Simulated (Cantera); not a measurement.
An isothermal, constant-pressure homogeneous reactor starts with C2H6 : N2 = 1 : 46 (molar parts), at 1598 K and 1.00 bar.

Model: GRI-Mech 3.0 (53 species, 325 reactions), integrated in Cantera. GRI-Mech 3.0 stops at C3 and has no aromatics, soot or wall deposition, so with more carbon than oxygen in the feed, carbon stays in small species such as C2H2 where larger ones or solid carbon would form.

Question: Predict: x(C2H6) at 6.00 s; x(CH4) at 6.00 s; x(C2H4) at 6.00 s; x(H) at 6.00 s; x(C2H2) at 6.00 s; x(C2H) at 6.00 s.

Answer: 
| Item | Value |
|---|---|
| x(C2H6) at 6.00 s | 2.59e-8 (gas-phase equilibrium 3.18e-9) |
| x(CH4) at 6.00 s | 0.000496 (gas-phase equilibrium 0.000163) |
| x(C2H4) at 6.00 s | 9.03e-5 (gas-phase equilibrium 1.83e-5) |
| x(H) at 6.00 s | 1.07e-5 (gas-phase equilibrium 1.08e-5) |
| x(C2H2) at 6.00 s | 0.0201 (gas-phase equilibrium 0.00401) |
| x(C2H) at 6.00 s | 1.78e-8 (gas-phase equilibrium 3.54e-9) |
